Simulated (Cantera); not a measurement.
An isothermal, constant-pressure homogeneous reactor starts with H2 : O2 : N2 = 0.86 : 1 : 1.3 (molar parts), at 1375 K and 0.450 bar.

Cantera simulation using the H2/O2 subset of GRI-Mech 3.0, which has no nitrogen chemistry; the numbers are that mechanism's predictions, not measurements. The temperature is held fixed by assumption; the heat of reaction is taken as removed at once.

x: mole fraction; the columns are a selection and need not sum to one.

| t (s) | x H2 | x O2 | x HO2 | x H2O2 | x H2O | x O |
|---|---|---|---|---|---|---|
| 0.000300 | 0.000535 | 0.208 | ? | 1.75e-6 | 0.313 | 0.000527 |
| 0.000754 | 7.52e-5 | 0.209 | ? | 5.70e-7 | 0.315 | 8.05e-5 |
| 0.00189 | 1.47e-5 | 0.209 | ? | 2.01e-7 | 0.315 | 1.82e-5 |
| 0.00475 | 3.89e-6 | 0.209 | ? | 7.62e-8 | 0.315 | 5.30e-6 |
| 0.0119 | 1.28e-6 | 0.209 | ? | 3.10e-8 | 0.315 | 1.83e-6 |
| 0.0300 | 5.30e-7 | 0.209 | 1.14e-7 | 1.46e-8 | 0.315 | 7.64e-7 |
| 0.0754 | 3.38e-7 | 0.209 | 1.06e-7 | 9.70e-9 | 0.315 | 4.71e-7 |
| 0.189 | 3.17e-7 | 0.209 | 1.06e-7 | 9.13e-9 | 0.315 | 4.37e-7 |
| 0.475 | 3.16e-7 | 0.209 | 1.06e-7 | 9.12e-9 | 0.315 | 4.36e-7 |
| 1.19 | 3.16e-7 | 0.209 | 1.06e-7 | 9.12e-9 | 0.315 | 4.36e-7 |
| 3.00 | 3.16e-7 | 0.209 | 1.06e-7 | 9.12e-9 | 0.315 | 4.36e-7 |

Q: What belongs in the gaps?

A: 
- 0.000300, x HO2: 2.49e-5
- 0.000754, x HO2: 5.24e-6
- 0.00189, x HO2: 1.30e-6
- 0.00475, x HO2: 4.08e-7
- 0.0119, x HO2: 1.73e-7
